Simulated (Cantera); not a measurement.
**Equilibrium for carbothermic reduction: Ta2O5 + CH4 + CO**

Charge: 1 mol Ta2O5, 2.5 mol CH4, 0.44 mol CO.

Method: chemical equilibrium by Gibbs-energy minimisation in Cantera with the NASA 1993 tables (ideal gas, pure condensed phases). Candidate condensed phases: C, C6H6, C7H8, C8H18, H2O, Ta, TaC, Ta2O5; 113 gas species. Mutual solubility and eutectic melting of coexisting phases are not modelled. TaC: taken at fixed stoichiometry. Condensed phases not in the tables: Ta2C, N, O or C dissolved in the metal. The numbers say what is thermodynamically allowed, not how fast it happens.

Problem. Map the stable condensed phases over T = 973, 1073, 1173, 1273, 1373, 1473, 1573, 1673, 1773, 1873, 1973 K and P in Pa = 10, 68, 460, 3200, 22000, 150000, 1000000.

Solution. 
```
T in K \ P in Pa
              10      68     460    3200   22000  150000 1000000
   1973        A       A       A       B       B       B       B
   1873        A       A       B       B       B       B       B
   1773        A       B       B       B       B       B       B
   1673        B       B       B       B       B       B       B
   1573        B       B       B       B       B       B       B
   1473        B       B       B       B       B       B       B
   1373        B       B       B       B       B       B       C
   1273        B       B       B       B       B       C       D
   1173        B       B       B       B       C       D       D
   1073        B       B       B       C       D       D       D
    973        B       C       D       D       D       D       D
```
A: Ta + Ta2O5; B: TaC + Ta2O5; C: C + TaC + Ta2O5; D: C + Ta2O5.
